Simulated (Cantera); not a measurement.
Mixture: 32.7 % H2, 11.7 % O2, 43.8 % N2, 11.8 % H2O, at 1000000 Pa, adiabatic and at constant pressure. Ignition delay is the time to a rise of 400 K.

Detailed kinetics in Cantera: the H2/O2 subset of GRI-Mech 3.0, which has no nitrogen chemistry. The hydrogen kinetics of GRI-Mech 3.0 are dated; newer H2 mechanisms differ, most at raised pressure. Below about 950 K walls govern HO2 and H2O2 in real vessels.

**Question.** Predict: delay at 925 K; delay at 1075 K; delay at 1225 K; delay at 1375 K; delay at 1525 K.

**Answer.** 
- delay at 925 K: 52.0 ms
- delay at 1075 K: 1.94 ms
- delay at 1225 K: 0.126 ms
- delay at 1375 K: 7.42 µs
- delay at 1525 K: 1.92 µs
